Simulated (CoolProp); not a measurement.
Vapour-liquid equilibrium of ethanol (1) + o-xylene (2) at 58.05 °C; x and y are mole fractions of (1).

Model: multi-fluid Helmholtz-energy mixture model, Schroeder 2014 and Zhou 2012; pair parameters Bell 2016, in CoolProp.

Give the bubble pressure and the first vapour's composition at x = 0.05, 0.2, 0.5. Is there an azeotrope?

x = 0.05: 0.01708 MPa, y = 0.718; x = 0.2: 0.03295 MPa, y = 0.865; x = 0.5: 0.03728 MPa, y = 0.887. No azeotrope shows between x = 0.05 and 0.95.

Pair parameters are fitted to limited data, so mixtures are less certain than the pure fluids. With so large a gap from Raoult's law the liquid may split in two, which this calculation doesn't test in full.
